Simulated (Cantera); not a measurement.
What does this Cantera script print?

```python
import numpy as np
import cantera as ct

gas_names = """
    Mg MgO Mg2 O O2 O3 Ti TiO TiO2
""".split()
cond_names = """
    Mg(cr) Mg(L) MgO(s) MgO(L) MgTiO3(s) MgTiO3(L) MgTi2O5(s) MgTi2O5(L) Mg2TiO4(s) Mg2TiO4(L) Ti(a)
    Ti(b) Ti(L) TiO(a) TiO(b) TiO(L) TiO2(ru) TiO2(L) Ti2O3(a) Ti2O3(b) Ti2O3(L) Ti3O5(a) Ti3O5(b)
    Ti3O5(L) Ti4O7(s) Ti4O7(L)
""".split()


# ... load() reads the species with a 1 bar reference pressure and builds the phases ...
atoms = {
    'TiO2': {'Ti': 1, 'O': 2},
    'MgO': {'Mg': 1, 'O': 1},
    'O2': {'O': 2},
}
top_T = {}  # K; cautious upper limits of use, not melting points


# ... equilibrate(T, P, feed) seeds the gas with the atoms and calls Mixture.equilibrate('TP', solver="vcs", rtol=1e-11, max_steps=5000) ...
results = []
T = 875  # K
P = 190  # Pa
for m in [0.25, 0.31, 0.39, 0.49, 0.62, 0.77, 0.97, 1.2, 1.5, 1.9, 2.4]:
    feed = {'TiO2': 1, 'MgO': m, 'O2': 2.6}  # mol
    mix = equilibrate(T, P, feed)
    results.append((T, P, feed, dict(zip(mix.species_names, mix.species_moles))))

top = {s: max(r[3][s] / sum(r[3][g] for g in gas_names) for r in results) for s in gas_names}
cols = sorted((s for s in top if top[s] > 0.001), key=lambda s: -top[s])[:8]
seen = [c for c in cond_names if any(r[3].get(c, 0) > 1e-12 for r in results)]
print("log10 of partial pressures in bar; condensed amounts in mol")
print(f"{'n(MgO)':>10s}" + "".join(f"{s[:9]:>10s}" for s in cols + seen))
for T, P, feed, n in results:
    ng = sum(n[g] for g in gas_names)
    print(f"{feed['MgO']:10.4g}" + "".join(f"{np.log10(max(n[s] / ng * P / 1e5, 1e-99)):10.3f}" for s in cols)
          + "".join(f"{n.get(c, 0):10.4g}" for c in seen))
```

Output:

```
log10 of partial pressures in bar; condensed amounts in mol
    n(MgO)        O2    MgO(s) MgTiO3(s) MgTi2O5(s Mg2TiO4(s  TiO2(ru)
      0.25    -2.721         0         0      0.25         0       0.5
      0.31    -2.721         0         0      0.31         0      0.38
      0.39    -2.721         0         0      0.39         0      0.22
      0.49    -2.721         0         0      0.49         0      0.02
      0.62    -2.721         0      0.24      0.38         0         0
      0.77    -2.721         0      0.54      0.23         0         0
      0.97    -2.721         0      0.94      0.03         0         0
       1.2    -2.721         0       0.8         0       0.2         0
       1.5    -2.721         0       0.5         0       0.5         0
       1.9    -2.721         0       0.1         0       0.9         0
       2.4    -2.721       0.4         0         0         1         0
```

Cantera equilibrium calculation (NASA polynomials, part measured and part estimated; ideal gas, pure solids and liquids). Condensed phases not in the tables: alloys, solid solutions and most ternary compounds.
